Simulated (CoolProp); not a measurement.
A simple Rankine cycle with ethylbenzene: condensing at 327.15 K, boiler at 1.22 MPa, turbine inlet 549.6 K, turbine efficiency 0.9, pump efficiency 0.7, no recuperator. Each further row changes one setting.

Model: reference Helmholtz-energy equation of state, Zhou 2012, in CoolProp.

```csv
case,thermal efficiency (%),net work (kJ/kg),heat in (kJ/kg),turbine exit temperature (K),volume ratio over the turbine
as stated,23.7,174,732,441.8,220
turbine inlet 569.6 K,23.4,182,779,462.9,214
condensing temperature 319.15 K,24.8,185,747,435.2,317
boiler pressure 0.854 MPa,22.5,167,745,452.3,144
turbine efficiency 0.8,21.0,154,732,452.8,226
```
